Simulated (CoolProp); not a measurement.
Properties of oxygen along the isotherm 336.9 K.

The numbers come from the reference Helmholtz-energy equation of state, Schmidt 1985 in CoolProp. Above 300 K oxygen's equation is extrapolated.

```json
[
 {"p (MPa)": "4.59", "phase": "gas", "Z": "0.9879", "cv (kJ/(kg K))": "…", "Joule-Thomson coefficient (K/MPa)": "1.892", "expansivity (1/kK)": "3.260", "viscosity (µPa s)": "23.6"},
 {"p (MPa)": "9.18", "phase": "supercritical", "Z": "0.9812", "cv (kJ/(kg K))": "0.6807", "Joule-Thomson coefficient (K/MPa)": "1.661", "expansivity (1/kK)": "3.514", "viscosity (µPa s)": "24.6"},
 {"p (MPa)": "13.8", "phase": "supercritical", "Z": "0.9805", "cv (kJ/(kg K))": "0.6873", "Joule-Thomson coefficient (K/MPa)": "1.420", "expansivity (1/kK)": "3.705", "viscosity (µPa s)": "25.9"},
 {"p (MPa)": "18.4", "phase": "supercritical", "Z": "0.9863", "cv (kJ/(kg K))": "0.6931", "Joule-Thomson coefficient (K/MPa)": "1.185", "expansivity (1/kK)": "3.818", "viscosity (µPa s)": "27.4"},
 {"p (MPa)": "22.9", "phase": "supercritical", "Z": "0.9981", "cv (kJ/(kg K))": "0.6980", "Joule-Thomson coefficient (K/MPa)": "…", "expansivity (1/kK)": "3.853", "viscosity (µPa s)": "29.0"},
 {"p (MPa)": "27.5", "phase": "supercritical", "Z": "1.016", "cv (kJ/(kg K))": "0.7023", "Joule-Thomson coefficient (K/MPa)": "0.7758", "expansivity (1/kK)": "3.823", "viscosity (µPa s)": "…"},
 {"p (MPa)": "32.1", "phase": "supercritical", "Z": "1.039", "cv (kJ/(kg K))": "0.7061", "Joule-Thomson coefficient (K/MPa)": "…", "expansivity (1/kK)": "3.741", "viscosity (µPa s)": "32.7"},
 {"p (MPa)": "36.7", "phase": "supercritical", "Z": "1.065", "cv (kJ/(kg K))": "0.7095", "Joule-Thomson coefficient (K/MPa)": "0.4567", "expansivity (1/kK)": "…", "viscosity (µPa s)": "34.6"},
 {"p (MPa)": "41.3", "phase": "supercritical", "Z": "…", "cv (kJ/(kg K))": "0.7126", "Joule-Thomson coefficient (K/MPa)": "0.3310", "expansivity (1/kK)": "…", "viscosity (µPa s)": "36.4"},
 {"p (MPa)": "45.9", "phase": "supercritical", "Z": "1.128", "cv (kJ/(kg K))": "0.7154", "Joule-Thomson coefficient (K/MPa)": "0.2246", "expansivity (1/kK)": "3.356", "viscosity (µPa s)": "38.3"},
 {"p (MPa)": "50.5", "phase": "supercritical", "Z": "1.163", "cv (kJ/(kg K))": "0.7180", "Joule-Thomson coefficient (K/MPa)": "0.1343", "expansivity (1/kK)": "3.216", "viscosity (µPa s)": "…"}
]
```

Question: Complete the blanks.

Answer: 
- 4.59, cv (kJ/(kg K)): 0.6733
- 22.9, Joule-Thomson coefficient (K/MPa): 0.9720
- 27.5, viscosity (µPa s): 30.8
- 32.1, Joule-Thomson coefficient (K/MPa): 0.6042
- 36.7, expansivity (1/kK): 3.627
- 41.3, Z: 1.096
- 41.3, expansivity (1/kK): 3.495
- 50.5, viscosity (µPa s): 40.1

Viscosity comes from a separate model (Lemmon 2004).
